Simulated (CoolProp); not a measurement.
Saturation properties of c-C4F8 (RC318) (Tc = 388.4 K, pc = 2.778 MPa, ω = 0.355).

The numbers come from the reference Helmholtz-energy equation of state, Platzer 1990 in CoolProp. This equation is an older, rougher fit; its heat capacities, sound speeds and derivatives of the liquid may be far off and weren't checked against measurements.

```tsv
T (K)	p (MPa)	liquid density (kg/m³)	enthalpy of vaporisation (kJ/kg)	vapour Z	liquid conductivity (mW/(m K))
277.1	0.1502	1579	113.0	0.9414	70.4
292.1	(withheld)	1522	106.9	0.9130	66.8
307.1	0.4121	1461	100.1	0.8767	62.8
322	0.6285	1395	(withheld)	0.8317	58.7
337	0.9227	1320	83.57	0.7757	54.4
351.9	1.307	1233	72.95	0.7060	49.9
366.9	1.805	(withheld)	59.09	0.6140	45.4
381.9	2.443	938.3	36.68	0.4700	42.1
```

### Question
Some entries are withheld; supply them.

### Answer

- 292.1, p (MPa): 0.2564
- 322, enthalpy of vaporisation (kJ/kg): 92.46
- 366.9, liquid density (kg/m³): 1121

It boils at 267.2 K under 1 atm.

Thermal conductivity comes from a separate model (Huber 2003), an estimate that may be off by 10 % or more.
